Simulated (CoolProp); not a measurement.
Vapour-liquid equilibrium of R1234yf (1) + R227EA (2) at 0.00597 MPa; x and y are mole fractions of (1).

Values from CoolProp's multi-fluid Helmholtz-energy mixture model, Lemmon 2022 and Lemmon 2016; pair parameters Bell 2016.

| x | bubble temperature (K) | y at the bubble point | dew temperature at overall composition x (K) | liquid density (mol/L) |
|---|---|---|---|---|
| 0.05 | 205.6 | 0.114 | 206.1 | ? |
| 0.2 | 203.1 | 0.379 | ? | 10.43 |
| 0.35 | 201.0 | 0.568 | 203.4 | 10.74 |
| 0.5 | 199.2 | 0.710 | ? | 11.06 |
| 0.65 | ? | 0.820 | 200.0 | 11.39 |
| 0.8 | 196.1 | ? | ? | 11.73 |
| 0.95 | 194.8 | 0.979 | 195.4 | 12.09 |

Problem. What belongs in the gaps?

Solution. 
- 0.05, liquid density (mol/L): 10.13
- 0.2, dew temperature at overall composition x (K): 204.8
- 0.5, dew temperature at overall composition x (K): 201.8
- 0.65, bubble temperature (K): 197.6
- 0.8, y at the bubble point: 0.908
- 0.8, dew temperature at overall composition x (K): 197.9

No azeotrope shows between x = 0.05 and 0.95.

The pair parameters rest on a limited set of measurements; away from them the model extrapolates.
